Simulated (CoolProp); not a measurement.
Vapour-liquid equilibrium of R152A (1) + methanol (2) at -25.65 °C; x and y are mole fractions of (1).

Values from CoolProp's multi-fluid Helmholtz-energy mixture model, Outcalt 1996 and de Reuck 1993; pair parameters Bell 2016.

```tsv
x	bubble pressure (kPa)	y at the bubble point	dew pressure at overall composition x (kPa)	liquid density (mol/L)
0.05	27.00	0.976	0.7027	25.32
0.2	55.32	0.988	0.8338	(withheld)
0.35	60.96	0.990	(withheld)	21.55
0.5	64.33	0.991	1.333	19.92
0.65	69.73	0.992	1.903	(withheld)
0.8	78.10	0.995	3.327	17.06
0.95	89.65	0.998	13.24	15.77
```

Task: Some entries are withheld; supply them.

Result: 
- 0.2, liquid density (mol/L): 23.34
- 0.35, dew pressure at overall composition x (kPa): 1.026
- 0.65, liquid density (mol/L): 18.43

No azeotrope shows between x = 0.05 and 0.95.

The pair parameters rest on a limited set of measurements; away from them the model extrapolates. With so large a gap from Raoult's law the liquid may split in two, which this calculation doesn't test in full.
